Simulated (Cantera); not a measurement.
A Cantera script and its output.

```python
import numpy as np
import cantera as ct

gas = ct.Solution("gri30.yaml")
gas.TPX = 1300, 690, {'H2': 0.12, 'O2': 1}
reactor = ct.IdealGasConstPressureReactor(gas, energy="off", clone=False)
net = ct.ReactorNet([reactor])
net.rtol, net.atol = 1e-08, 1e-18
show = ['H2', 'O2', 'H2O', 'OH', 'HO2', 'H']
times = np.geomspace(9e-06, 40, 10)

steps = ct.SolutionArray(gas, extra=["t"])
rows = []
print(f"{'t/s':>10s}{'T/K':>9s}{'P/Pa':>11s}" + "".join(f"{s:>11s}" for s in show))
for t in times:
    while net.time < t:
        t_next = net.step()
        steps.append(gas.state, t=t_next)
    rows.append([np.interp(t, steps.t, y) for y in (steps.T, steps.P, *steps(*show).X.T)])
    print(f"{t:10.3e}{rows[-1][0]:9.1f}{rows[-1][1]:11.4g}" + "".join(f"{x:11.3e}" for x in rows[-1][2:]))
rate = np.gradient(steps.T, steps.t)
print("integrator steps:", len(steps.t))
if steps.T.max() > steps.T[0] + 200:
    print(f"time of steepest temperature rise: {steps.t[rate.argmax()]:.4e} s")
gas.TPX = 1300, 690, {'H2': 0.12, 'O2': 1}
gas.equilibrate("TP")
print(f"equilibrium (TP): T = {gas.T:.1f} K  " + "  ".join(f"{s} {gas[s].X[0]:.3e}" for s in show))
```

It prints:

```
       t/s      T/K       P/Pa         H2         O2        H2O         OH        HO2          H
 9.000e-06   1300.0        690  1.071e-01  8.929e-01  9.848e-12  1.625e-10  2.342e-09  2.186e-09
 4.930e-05   1300.0        690  1.071e-01  8.929e-01  1.265e-09  3.578e-09  1.283e-08  1.009e-08
 2.701e-04   1300.0        690  1.071e-01  8.929e-01  1.400e-07  8.148e-08  7.030e-08  1.002e-07
 1.480e-03   1300.0        690  1.031e-01  8.901e-01  2.817e-03  1.091e-03  1.115e-06  1.270e-03
 8.106e-03   1300.0        690  3.163e-03  8.182e-01  8.879e-02  8.446e-03  2.373e-06  2.272e-02
 4.441e-02   1300.0        690  2.371e-03  8.385e-01  9.640e-02  7.398e-03  2.337e-06  1.375e-02
 2.433e-01   1300.0        690  5.668e-04  8.758e-01  1.093e-01  3.690e-03  1.564e-06  1.449e-03
 1.333e+00   1300.0        690  2.933e-05  8.859e-01  1.127e-01  8.451e-04  2.568e-07  1.670e-05
 7.302e+00   1300.0        690  1.829e-06  8.867e-01  1.131e-01  2.116e-04  3.210e-08  2.608e-07
 4.000e+01   1300.0        690  2.255e-07  8.868e-01  1.132e-01  7.441e-05  2.752e-08  1.134e-08
integrator steps: 1675
equilibrium (TP): T = 1300.0 K  H2 1.264e-07  O2 8.868e-01  H2O 1.132e-01  OH 5.572e-05  HO2 3.382e-08  H 4.767e-09
```

Cantera simulation using GRI-Mech 3.0 (53 species, 325 reactions); the numbers are that mechanism's predictions, not measurements. Radical loss at walls, strong at low pressure, is not modelled. The temperature is held fixed by assumption; the heat of reaction is taken as removed at once.
